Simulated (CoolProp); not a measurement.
cis-2-butene at several states: density (kg/m³) from the reference equation and from simpler models built on Tc = 435.8 K, pc = 4.236 MPa, ω = 0.202; each cubic takes its own stable root.

Computed with CoolProp (reference Helmholtz-energy equation of state, Lemmon 2005). It is a short technical equation, of lower accuracy than the large ones.

```tsv
T (K)	p (MPa)	phase	reference
353.8	0.494	gas	10.32
423.2	17.1	liquid	498.8
155	0.0146	liquid	768.4
```

Problem. How far does each simpler model (van der Waals, Redlich-Kwong, Peng-Robinson) lie from the reference over these 3 states: mean and median of the absolute difference, and the worst?

Solution. 
- van der Waals: mean 23.7 %, median 28.4 %, worst -39.9 % at 155 K and 0.0146 MPa
- Redlich-Kwong: mean 6.5 %, median 8.0 %, worst -10.4 % at 155 K and 0.0146 MPa
- Peng-Robinson: mean 1.4 %, median 0.8 %, worst +3.2 % at 423.2 K and 17.1 MPa
